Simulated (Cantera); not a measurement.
A Cantera script and what it prints.

```python
import numpy as np
import cantera as ct

gas_names = """
    CL CL2 H HCL H2 Si SiCL SiCL2 SiCL3 SiCL4 SiH SiHCL3 SiH2 SiH2CL2 SiH3 SiH3CL SiH4 Si2 Si3
""".split()
cond_names = """
    Si(cr) Si(L)
""".split()


# ... load() reads the species with a 1 bar reference pressure and builds the phases ...
atoms = {
    'Si': {'Si': 1},
    'Cl2': {'CL': 2},
    'H2': {'H': 2},
}
top_T = {}  # K; cautious upper limits of use, not melting points


# ... equilibrate(T, P, feed) seeds the gas with the atoms and calls Mixture.equilibrate('TP', solver="vcs", rtol=1e-11, max_steps=5000) ...
results = []
T = 1573  # K
P = 1000  # Pa
for m in [6.9, 11, 14, 18, 21, 25, 28, 32]:
    feed = {'Si': 1, 'Cl2': 1.4, 'H2': m}  # mol
    mix = equilibrate(T, P, feed)
    results.append((T, P, feed, dict(zip(mix.species_names, mix.species_moles))))
    x = sorted(zip(gas.X, gas.species_names), reverse=True)
    print(f"T = {T:g} K  P = {P:g} Pa  n(H2) = {m:g} mol  gas = {mix.phase_moles(0):.4g} mol")
    print("   x: " + "  ".join(f"{s} {v:.3e}" for v, s in x if v > 0.001))
    print("   condensed (mol): " + ("  ".join(f"{mix.phase(i).name} {mix.phase_moles(i):.4g}"
          for i in range(1, mix.n_phases) if mix.phase_moles(i) > 1e-12) or "none"))
```

Result:

```
T = 1573 K  P = 1000 Pa  n(H2) = 6.9 mol  gas = 8.289 mol
   x: H2 7.601e-01  HCL 1.442e-01  SiCL2 9.258e-02  SiCL3 2.439e-03
   condensed (mol): Si(cr) 0.2095
T = 1573 K  P = 1000 Pa  n(H2) = 11 mol  gas = 12.39 mol
   x: H2 8.299e-01  HCL 1.147e-01  SiCL2 5.372e-02  SiCL3 1.078e-03
   condensed (mol): Si(cr) 0.3188
T = 1573 K  P = 1000 Pa  n(H2) = 14 mol  gas = 15.4 mol
   x: H2 8.589e-01  HCL 1.003e-01  SiCL2 3.962e-02
   condensed (mol): Si(cr) 0.3778
T = 1573 K  P = 1000 Pa  n(H2) = 18 mol  gas = 19.4 mol
   x: H2 8.846e-01  HCL 8.612e-02  SiCL2 2.839e-02
   condensed (mol): Si(cr) 0.4398
T = 1573 K  P = 1000 Pa  n(H2) = 21 mol  gas = 22.4 mol
   x: H2 8.982e-01  HCL 7.804e-02  SiCL2 2.296e-02
   condensed (mol): Si(cr) 0.4777
T = 1573 K  P = 1000 Pa  n(H2) = 25 mol  gas = 26.4 mol
   x: H2 9.119e-01  HCL 6.948e-02  SiCL2 1.792e-02
   condensed (mol): Si(cr) 0.5201
T = 1573 K  P = 1000 Pa  n(H2) = 28 mol  gas = 29.4 mol
   x: H2 9.199e-01  HCL 6.426e-02  SiCL2 1.520e-02
   condensed (mol): Si(cr) 0.5471
T = 1573 K  P = 1000 Pa  n(H2) = 32 mol  gas = 33.4 mol
   x: H2 9.285e-01  HCL 5.846e-02  SiCL2 1.246e-02
   condensed (mol): Si(cr) 0.5784
```

Method: chemical equilibrium by Gibbs-energy minimisation in Cantera with the NASA 1993 tables (ideal gas, pure condensed phases). The tables' values for SiCl3, SiCl are old estimates; treat these amounts as uncertain.
